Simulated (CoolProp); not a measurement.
The numbers come from the reference Helmholtz-energy equation of state, Thol 2021 in CoolProp.

For chlorine, give the phase and the speed of sound (m/s), Joule-Thomson coefficient (K/MPa), expansivity (1/kK), fugacity coefficient at 93.35 °C and 102 bar.


- 93.35 °C and 102 bar: liquid; speed of sound 594, Joule-Thomson coefficient 0.152, expansivity 3.27, fugacity coefficient 0.302
